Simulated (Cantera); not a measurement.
A perfectly stirred reactor is fed with CH4 : CO2 = 0.19 : 0.69 (molar parts), at 500000 Pa; it is held at 1800 K, and followed from long to short residence time.

Computed with Cantera and GRI-Mech 3.0 (53 species, 325 reactions).

One state of this run: x CH4 = 0.00193; x CO2 = 0.214; x HCO = 7.50e-8; x CH2CO = 1.44e-6; x OH = 5.77e-6. x: mole fraction; the columns are a selection and need not sum to one.

Problem. Which value of τ (s) does it belong to?
A) 0.0017
B) 2.1
C) 0.19
D) 0.0056

Solution. B, 2.1
